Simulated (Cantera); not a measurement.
## Reactions in the system N-Nb-O

Cantera with NASA thermochemical tables; ideal gases at 1 bar, condensed phases pure. Values are per mole of reaction as written; species without (g) are pure solids or liquids, kept so even where they would boil at 1 bar.

5 NO2(g) + 4 Nb = 5 N(g) + 2 Nb2O5

```json
[
 {"T (K)": "2050", "ΔH° (kJ)": "-1239.9", "ΔS° (J/K)": "-20.4", "ΔG° (kJ)": "-1198.0", "log10 K": "30.53"},
 {"T (K)": "2100", "ΔH° (kJ)": "-1231.9", "ΔS° (J/K)": "-16.6", "ΔG° (kJ)": "-1197.1", "log10 K": "29.78"},
 {"T (K)": "2150", "ΔH° (kJ)": "-1224.0", "ΔS° (J/K)": "-12.9", "ΔG° (kJ)": "-1196.4", "log10 K": "29.07"},
 {"T (K)": "2200", "ΔH° (kJ)": "-1216.3", "ΔS° (J/K)": "-9.3", "ΔG° (kJ)": "-1195.8", "log10 K": "28.39"},
 {"T (K)": "2250", "ΔH° (kJ)": "-1208.7", "ΔS° (J/K)": "-5.9", "ΔG° (kJ)": "-1195.5", "log10 K": "27.75"},
 {"T (K)": "2300", "ΔH° (kJ)": "-1201.2", "ΔS° (J/K)": "-2.6", "ΔG° (kJ)": "-1195.2", "log10 K": "27.14"},
 {"T (K)": "2350", "ΔH° (kJ)": "-1193.9", "ΔS° (J/K)": "0.5", "ΔG° (kJ)": "-1195.2", "log10 K": "26.57"},
 {"T (K)": "2400", "ΔH° (kJ)": "-1186.8", "ΔS° (J/K)": "3.6", "ΔG° (kJ)": "-1195.3", "log10 K": "26.01"},
 {"T (K)": "2450", "ΔH° (kJ)": "-1179.8", "ΔS° (J/K)": "6.4", "ΔG° (kJ)": "-1195.5", "log10 K": "25.49"},
 {"T (K)": "2500", "ΔH° (kJ)": "-1172.9", "ΔS° (J/K)": "9.2", "ΔG° (kJ)": "-1195.9", "log10 K": "24.99"},
 {"T (K)": "2550", "ΔH° (kJ)": "-1166.3", "ΔS° (J/K)": "11.8", "ΔG° (kJ)": "-1196.5", "log10 K": "24.51"}
]
```
